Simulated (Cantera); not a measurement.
Sublimation and decomposition of ceramics: SiC + C + H2

Input: 1 mol SiC, 0.024 mol C, 0.25 mol H2, at 2.50 bar.

These are equilibrium values from Cantera (NASA tables, ideal gas, pure condensed phases), not measurements of a reactor. Candidate condensed phases: C, C6H6, C7H8, C8H18, Si, SiC; 87 gas species. Gases not in the tables: Si2H6 and higher silanes. The numbers say what is thermodynamically allowed, not how fast it happens.

From 2123 K to 2923 K the condensed part is C(graphite) + SiC(s). The main Si-bearing gas is SiH2 at 2123 K and Si at 2923 K.

```tsv
T (K)	x H2	x H	x C2H2 (acetylene)	x Si	x SiC2	n C(graphite)	n SiC(s)
2123	0.995	0.00226	0.00165	5.72e-6	4.06e-7	0.0230	1.000
2223	0.992	0.00404	0.00288	2.12e-5	2.22e-6	0.0224	1.000
2323	0.988	0.00684	0.00478	6.98e-5	1.04e-5	0.0215	1.000
2423	0.980	0.0111	0.00759	0.000208	4.29e-5	0.0201	1.000
2523	0.969	0.0173	0.0115	0.000569	0.000158	0.0182	1.000
2623	0.953	0.0260	0.0169	0.00144	0.000522	0.0157	0.999
2723	0.930	0.0378	0.0238	0.00340	0.00158	0.0125	0.998
2823	0.896	0.0531	0.0323	0.00753	0.00441	0.00863	0.995
2923	0.845	0.0720	0.0418	0.0158	0.0114	0.00433	0.988
```
x: gas mole fraction; n: condensed amount in mol.
